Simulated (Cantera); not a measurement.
Feed: 1 mol FeS₂, 2.5 mol SO₃, a varied amount of O₂, equilibrated at 1175 °C and 0.130 bar.

These are equilibrium values from Cantera (NASA tables, ideal gas, pure condensed phases), not measurements of a reactor. Candidate condensed phases: Fe, FeO, FeS, FeSO₄, FeS₂, Fe₂O₃, Fe₂(SO₄)₃, Fe₃O₄, S; 12 gas species. The tables' stoichiometric FeO is somewhat more stable than real wüstite, so its field is too wide. FeO: taken at fixed stoichiometry. Kinetics and transport are ignored.

**Question.** Which condensed phases are stable at each of these points (n(O₂) (mol)): 0.44, 1.1, 1.8, 2.4, 3.1, 3.8, 4.4, 5.1, 5.7, 6.4, 7.1?

**Answer.** 
```tsv
n(O₂) (mol)	condensed phases	Fe condensed (%)
0.44	FeO(s)	100.0
1.1	FeO(s)	100.0
1.8	Fe₂O₃(s)	100.0
2.4	Fe₂O₃(s)	100.0
3.1	Fe₂O₃(s)	100.0
3.8	Fe₂O₃(s)	100.0
4.4	Fe₂O₃(s)	100.0
5.1	Fe₂O₃(s)	100.0
5.7	Fe₂O₃(s)	100.0
6.4	Fe₂O₃(s)	100.0
7.1	Fe₂O₃(s)	100.0
```

From 0.44 mol O₂ to 1.1 mol O₂ the condensed part is FeO(s). From 1.8 mol O₂ to 7.1 mol O₂ the condensed part is Fe₂O₃(s).
